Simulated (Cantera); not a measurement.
Feed: 1 mol SiC, 0.06 mol C, 0.22 mol N₂, 0.0021 mol Si, held at 39.0 Pa.

Cantera equilibrium calculation (NASA polynomials, part measured and part estimated; ideal gas, pure solids and liquids). Candidate condensed phases: C, Si, SiC, Si₃N₄; 20 gas species. Equilibrium is a limit: real reactors are often held back by kinetics, nucleation or transport. All values below are at 1502 °C.

Base state: N₂ 1.000, Si 0.000121 (mole fractions); condensed: C(graphite) + SiC(s).

Problem. What changes in the equilibrium state with this change: SiC replaced by Si₃N₄?

Solution. 
```
species             before    after
----------------  --------  -------
N₂                   1.000    0.994
Si                0.000121  0.00563
Si₂N               4.04e-8  8.75e-5
Si₂                1.45e-8  3.15e-5
Si₂C               1.12e-6  5.22e-5
SiN                1.14e-6  5.29e-5
C(graphite), mol    0.0579        0
SiC(s), mol           1.00   0.0599
Si(l), mol               0     2.93
```
Mutual solubility and eutectic melting of coexisting phases are not modelled. The tables' values for SiN are old estimates; treat these amounts as uncertain.
